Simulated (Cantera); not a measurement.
A closed system holds: 1 mol SiH4, 5.1 mol CO2, a varied amount of N2, held at 227 °C and 0.00370 bar.

These are equilibrium values from Cantera (NASA tables, ideal gas, pure condensed phases), not measurements of a reactor. Candidate condensed phases: C, C6H6, C7H8, C8H18, H2O, Si, SiC, SiO2, Si2N2O, Si3N4; 151 gas species. Rates play no part.

x: gas mole fraction; n: condensed amount in mol.

```
n(N2) (mol)   x N2   x CO2   x H2O    x H2  n C(graphite)  n SiO2(α-quartz)
-----------  -----  ------  ------  ------  -------------  ----------------
5            0.489   0.322   0.158  0.0255           1.74              1.00
6.2          0.542   0.288   0.140  0.0239           1.74              1.00
7.6          0.592   0.257   0.124  0.0224           1.74              1.00
9.4          0.641   0.226   0.108  0.0207           1.73              1.00
12           0.695       ?       ?  0.0189           1.72              1.00
14           0.726   0.172  0.0803  0.0177           1.72              1.00
18           0.773   0.143  0.0654  0.0158           1.71              1.00
22           0.806   0.123  0.0550  0.0144           1.70              1.00
28           0.840       ?       ?       ?           1.68              1.00
34           0.864  0.0857  0.0369  0.0115           1.67              1.00
42           0.887  0.0715  0.0300  0.0103           1.66              1.00
```

Complete the blanks.


- 12, x CO2: 0.192
- 12, x H2O: 0.0904
- 28, x CO2: 0.101
- 28, x H2O: 0.0443
- 28, x H2: 0.0128
